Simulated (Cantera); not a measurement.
A closed system holds: 1 mol SiO2, 150 mol H2, 0.085 mol H2O, held at 2023 K.

Cantera equilibrium calculation (NASA polynomials, part measured and part estimated; ideal gas, pure solids and liquids). Candidate condensed phases: H2O, Si, SiO2; 18 gas species. The tables hold silica as quartz up to 1696 K and as liquid above; real silica turns to tridymite and cristobalite and melts near 1996 K. Gases not in the tables: Si(OH)4. Rates play no part.

log p: log10 of the partial pressure in bar; n: condensed amount in mol.

| P (Pa) | log p H2 | log p H | log p H2O | log p SiO | n SiO2(l) |
|---|---|---|---|---|---|
| 10 | -4.09 | -4.77 | ___ | -6.22 | 0 |
| 36 | -3.49 | -4.47 | ___ | -5.64 | 0 |
| 130 | -2.91 | -4.18 | ___ | -5.08 | 0 |
| 460 | -2.36 | -3.90 | ___ | -4.52 | 0 |
| 1700 | -1.78 | -3.61 | ___ | -3.95 | 0 |
| 6000 | -1.23 | -3.34 | ___ | -3.40 | 0 |
| 22000 | -0.67 | -3.05 | ___ | -2.84 | 0 |
| 77000 | -0.12 | -2.78 | ___ | -2.29 | 0 |
| 280000 | 0.44 | -2.50 | ___ | -1.79 | 0.133 |
| 1000000 | 1.00 | -2.22 | ___ | -1.53 | 0.560 |

Task: Some entries are withheld; supply them.

Result: 
- 10, log p H2O: -6.19
- 36, log p H2O: -5.61
- 130, log p H2O: -5.04
- 460, log p H2O: -4.49
- 1700, log p H2O: -3.92
- 6000, log p H2O: -3.37
- 22000, log p H2O: -2.80
- 77000, log p H2O: -2.26
- 280000, log p H2O: -1.75
- 1000000, log p H2O: -1.46
